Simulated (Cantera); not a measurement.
What does this Cantera script print?

```python
import numpy as np
import cantera as ct

gas = ct.Solution("h2o2.yaml")
gas.TPX = 1350, 610, {'H2': 0.29, 'O2': 1}
inlet = ct.Reservoir(gas, clone=True)

reactor = ct.IdealGasConstPressureReactor(gas, energy="off", clone=False)
exhaust = ct.Reservoir(gas, clone=True)
tau = [3.5, 1.7, 0.84, 0.41, 0.2, 0.099, 0.048, 0.024, 0.012, 0.0057][0]
for a, b in ((inlet, reactor), (reactor, exhaust)):
    ct.MassFlowController(a, b, mdot=lambda t: reactor.mass / tau)
net = ct.ReactorNet([reactor])
show = ['H2', 'O2', 'HO2', 'H2O', 'OH']

rows = []
print(f"{'tau/s':>10s}{'T/K':>9s}" + "".join(f"{s:>11s}" for s in show))
for tau in [3.5, 1.7, 0.84, 0.41, 0.2, 0.099, 0.048, 0.024, 0.012, 0.0057]:
    net.initial_time = 0.0
    net.advance(30 * tau)
    before = gas.X
    net.advance(40 * tau)
    drift = np.max(np.abs(gas.X - before) / (gas.X + 1e-9))
    rows.append([gas.T, *gas[show].X, drift])
    print(f"{tau:10.3e}{gas.T:9.1f}" + "".join(f"{x:11.3e}" for x in gas[show].X))
```

Output:

```
     tau/s      T/K         H2         O2        HO2        H2O         OH
 3.500e+00   1350.0  9.719e-04  7.395e-01  1.813e-06  2.479e-01  4.910e-03
 1.700e+00   1350.0  1.544e-03  7.357e-01  2.237e-06  2.454e-01  6.185e-03
 8.400e-01   1350.0  2.395e-03  7.301e-01  2.627e-06  2.414e-01  7.690e-03
 4.100e-01   1350.0  3.665e-03  7.215e-01  2.951e-06  2.352e-01  9.472e-03
 2.000e-01   1350.0  5.413e-03  7.091e-01  3.155e-06  2.258e-01  1.142e-02
 9.900e-02   1350.0  7.504e-03  6.933e-01  3.215e-06  2.132e-01  1.327e-02
 4.800e-02   1350.0  9.755e-03  6.757e-01  3.159e-06  1.985e-01  1.485e-02
 2.400e-02   1350.0  1.178e-02  6.614e-01  3.059e-06  1.855e-01  1.591e-02
 1.200e-02   1350.0  1.388e-02  6.522e-01  2.971e-06  1.755e-01  1.668e-02
 5.700e-03   1350.0  1.707e-02  6.484e-01  2.905e-06  1.670e-01  1.747e-02
```

Computed with Cantera and the H2/O2 subset of GRI-Mech 3.0, which has no nitrogen chemistry. Radical loss at walls, strong at low pressure, is not modelled. The temperature is held fixed by assumption; the heat of reaction is taken as removed at once.
